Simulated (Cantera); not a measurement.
Thermodynamics of boron, boron nitride and boron oxide, feed borazine + H2

Input: 1 mol borazine, 2.9 mol H2, equilibrated at 0.0230 bar.

Method: chemical equilibrium by Gibbs-energy minimisation in Cantera with the NASA 1993 tables (ideal gas, pure condensed phases). Candidate condensed phases: B, BN; 15 gas species. The feed counts by its element totals alone. Mutual solubility and eutectic melting of coexisting phases are not modelled. The tables' values for BH2 are old estimates; treat these amounts as uncertain. Rates play no part.

```
T (K)  log p H2  log p N2  log p H  log p BH2  log p B  log p BH  log p BN  n BN(s)  n B(s)  n B(l)
-----  --------  --------  -------  ---------  -------  --------  --------  -------  ------  ------
1000      -1.64    -12.25    -9.46     -12.41     <-13      <-13      <-13     3.00       0       0
1150      -1.64    -10.32    -7.95     -10.33     <-13      <-13      <-13     3.00       0       0
1300      -1.64     -8.89    -6.78      -8.71     <-13      <-13      <-13     3.00       0       0
1450      -1.64     -7.71    -5.84      -7.45   -12.96    -12.21      <-13     3.00       0       0
1600      -1.64     -6.73    -5.08      -6.45   -10.73    -10.39    -13.48     3.00       0       0
1750      -1.64     -5.78    -4.45      -5.68    -8.94     -8.95    -11.47     3.00       0       0
1900      -1.64     -4.61    -3.92      -5.23    -7.64     -7.93     -9.78     2.99  0.0110       0
2050      -1.65     -3.61    -3.47      -4.86    -6.52     -7.07     -8.34     2.87   0.124       0
2200      -1.69     -2.75    -3.09      -4.57    -5.56     -6.34     -7.11     2.00   0.996       0
2350      -1.77     -2.35    -2.79      -4.36    -4.73     -5.73     -6.20        0       0    2.98
```
log p: log10 of the partial pressure in bar; n: condensed amount in mol.

From 1000 K to 1750 K the condensed part is BN(s). From 1900 K to 2200 K the condensed part is B(s) + BN(s). At 2350 K the condensed part is B(l).
